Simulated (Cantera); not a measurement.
Cantera run:

```python
import numpy as np
import cantera as ct

gas_names = """
    CL CL2 H HCL H2 N NH NH2 NH3 N2 N2H2 N2H4 Si SiCL SiCL2 SiCL3 SiCL4 SiH SiHCL3 SiH2 SiH2CL2 SiH3
    SiH3CL SiH4 SiN Si2 Si2N Si3
""".split()
cond_names = """
    NH4CL(a) NH4CL(b) Si(cr) Si(L) Si3N4(a)
""".split()


# ... load() reads the species with a 1 bar reference pressure and builds the phases ...
atoms = {
    'Si3N4': {'Si': 3, 'N': 4},
    'H2': {'H': 2},
    'Cl2': {'CL': 2},
}
top_T = {'Si3N4(a)': 2400}  # K; cautious upper limits of use, not melting points


# ... equilibrate(T, P, feed) seeds the gas with the atoms and calls Mixture.equilibrate('TP', solver="vcs", rtol=1e-11, max_steps=5000) ...
results = []
feed = {'Si3N4': 1, 'H2': 22, 'Cl2': 0.54}  # mol
P = 470  # Pa
for T in [975, 1050, 1125, 1200, 1275, 1350, 1425, 1500, 1575, 1650, 1725]:
    mix = equilibrate(T, P, feed)
    results.append((T, P, feed, dict(zip(mix.species_names, mix.species_moles))))
    x = sorted(zip(gas.X, gas.species_names), reverse=True)
    print(f"T = {T:g} K  P = {P:g} Pa  gas = {mix.phase_moles(0):.4g} mol")
    print("   x: " + "  ".join(f"{s} {v:.3e}" for v, s in x if v > 1e-05))
    print("   condensed (mol): " + ("  ".join(f"{mix.phase(i).name} {mix.phase_moles(i):.4g}"
          for i in range(1, mix.n_phases) if mix.phase_moles(i) > 1e-12) or "none"))
```

Result:

```
T = 975 K  P = 470 Pa  gas = 22.54 mol
   x: H2 9.524e-01  HCL 4.731e-02  SiCL4 1.378e-04  N2 1.057e-04  SiHCL3 1.586e-05
   condensed (mol): Si3N4(a) 0.9988
T = 1050 K  P = 470 Pa  gas = 22.54 mol
   x: H2 9.524e-01  HCL 4.736e-02  SiCL4 1.045e-04  N2 1.041e-04  SiHCL3 2.180e-05  SiCL2 1.896e-05  SiCL3 1.045e-05
   condensed (mol): Si3N4(a) 0.9988
T = 1125 K  P = 470 Pa  gas = 22.54 mol
   x: H2 9.523e-01  HCL 4.729e-02  N2 1.490e-04  SiCL2 1.124e-04  SiCL4 6.374e-05  SiCL3 2.413e-05  SiHCL3 2.230e-05
   condensed (mol): Si3N4(a) 0.9983
T = 1200 K  P = 470 Pa  gas = 22.55 mol
   x: H2 9.524e-01  HCL 4.684e-02  SiCL2 3.898e-04  N2 3.160e-04  SiCL3 3.649e-05  SiCL4 2.997e-05  SiHCL3 1.658e-05
   condensed (mol): Si3N4(a) 0.9964
T = 1275 K  P = 470 Pa  gas = 22.56 mol
   x: H2 9.525e-01  HCL 4.564e-02  SiCL2 1.009e-03  N2 7.195e-04  SiCL3 4.479e-05  SiCL4 1.293e-05  SiHCL3 1.089e-05  H 1.049e-05
   condensed (mol): Si3N4(a) 0.9919
T = 1350 K  P = 470 Pa  gas = 22.57 mol
   x: H2 9.529e-01  HCL 4.326e-02  SiCL2 2.193e-03  N2 1.504e-03  SiCL3 4.875e-05  H 3.393e-05
   condensed (mol): Si3N4(a) 0.983
T = 1425 K  P = 470 Pa  gas = 22.6 mol
   x: H2 9.536e-01  HCL 3.939e-02  SiCL2 4.112e-03  N2 2.779e-03  H 9.716e-05  SiCL3 4.712e-05
   condensed (mol): Si3N4(a) 0.9686
T = 1500 K  P = 470 Pa  gas = 22.77 mol
   x: H2 9.471e-01  HCL 3.768e-02  N2 1.009e-02  SiCL2 4.814e-03  H 2.499e-04  SiCL3 3.183e-05
   condensed (mol): Si(cr) 0.2339  Si3N4(a) 0.8852
T = 1575 K  P = 470 Pa  gas = 23.51 mol
   x: H2 9.173e-01  N2 4.106e-02  HCL 3.617e-02  SiCL2 4.835e-03  H 5.806e-04  SiCL3 1.971e-05  CL 1.819e-05  SiCL 1.256e-05  Si 1.221e-05
   condensed (mol): Si(cr) 1.333  Si3N4(a) 0.5172
T = 1650 K  P = 470 Pa  gas = 24.56 mol
   x: H2 8.781e-01  N2 8.144e-02  HCL 3.433e-02  SiCL2 4.771e-03  H 1.242e-03  Si 5.700e-05  CL 3.806e-05  SiCL 3.268e-05  SiCL3 1.245e-05
   condensed (mol): Si(cr) 2.88
T = 1725 K  P = 470 Pa  gas = 24.58 mol
   x: H2 8.766e-01  N2 8.137e-02  HCL 3.443e-02  SiCL2 4.664e-03  H 2.536e-03  Si 2.160e-04  CL 7.715e-05  SiCL 7.498e-05  SiH 1.981e-05  SiH2 1.511e-05
   condensed (mol): Si(L) 2.877
```

Method: chemical equilibrium by Gibbs-energy minimisation in Cantera with the NASA 1993 tables (ideal gas, pure condensed phases). Mutual solubility and eutectic melting of coexisting phases are not modelled. The tables' values for SiCl, SiCl3 are old estimates; treat these amounts as uncertain. Gases not in the tables: Si2H6 and higher silanes.
